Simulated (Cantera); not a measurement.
Cantera run:

```python
import numpy as np
import cantera as ct

gas_names = """
    O2 N2
""".split()
cond_names = """
    V(cr) VN(s) VO(s) V2O3(s) V2O4(II) V2O5(L)
""".split()


# ... load() reads the species with a 1 bar reference pressure and builds the phases ...
species = {s.name: s for s in load("nasa_gas.yaml", gas_names) + load("nasa_condensed.yaml", cond_names)}
T = 1075
g = {n: (s.thermo.h(T) - T * s.thermo.s(T)) / (ct.gas_constant * T * np.log(10)) for n, s in species.items()}
valid = cond_names  # the entries whose range holds T


def stable(la, lb):
    # potentials (over RT ln 10) of the two non-metals from log10 p(O2) and log10 p(N2) in bar
    mu = {}
    mu["O"] = (g["O2"] + la) / 2
    mu["N"] = (g["N2"] + lb) / 2
    cost = {}
    for n in valid:
        c = species[n].composition
        cost[n] = (g[n] - sum(c.get(e, 0) * m for e, m in mu.items())) / c["V"]
    return min(cost, key=cost.get)


results = []
for lb in [0, -1.3, -2.6, -3.9, -5.2, -6.5, -7.8, -9.2, -10.5, -11.8, -13.1, -14.4, -15.7, -17]:
    row = [stable(la, lb) for la in [-19, -17.7, -16.5, -15.2, -13.9, -12.7, -11.4, -10.1, -8.9, -7.6, -6.3, -5.1, -3.8, -2.5, -1.3, 0]]
    results.append(row)
    print(f"{lb:6.1f}  " + " ".join(f"{valid.index(n):x}" for n in row))
print("key: " + ", ".join(f"{i:x} {n}" for i, n in enumerate(valid)))
```

It prints:

```
   0.0  3 3 3 3 3 3 4 4 4 4 4 4 4 5 5 5
  -1.3  3 3 3 3 3 3 4 4 4 4 4 4 4 5 5 5
  -2.6  3 3 3 3 3 3 4 4 4 4 4 4 4 5 5 5
  -3.9  3 3 3 3 3 3 4 4 4 4 4 4 4 5 5 5
  -5.2  3 3 3 3 3 3 4 4 4 4 4 4 4 5 5 5
  -6.5  3 3 3 3 3 3 4 4 4 4 4 4 4 5 5 5
  -7.8  3 3 3 3 3 3 4 4 4 4 4 4 4 5 5 5
  -9.2  3 3 3 3 3 3 4 4 4 4 4 4 4 5 5 5
 -10.5  3 3 3 3 3 3 4 4 4 4 4 4 4 5 5 5
 -11.8  3 3 3 3 3 3 4 4 4 4 4 4 4 5 5 5
 -13.1  3 3 3 3 3 3 4 4 4 4 4 4 4 5 5 5
 -14.4  3 3 3 3 3 3 4 4 4 4 4 4 4 5 5 5
 -15.7  3 3 3 3 3 3 4 4 4 4 4 4 4 5 5 5
 -17.0  3 3 3 3 3 3 4 4 4 4 4 4 4 5 5 5
key: 0 V(cr), 1 VN(s), 2 VO(s), 3 V2O3(s), 4 V2O4(II), 5 V2O5(L)
```

Standard-state values (1 bar) from the NASA 1993 polynomials, evaluated with Cantera. VN, VO: taken at fixed stoichiometry. Not in the tables: V3O5 to V6O13, V2N.
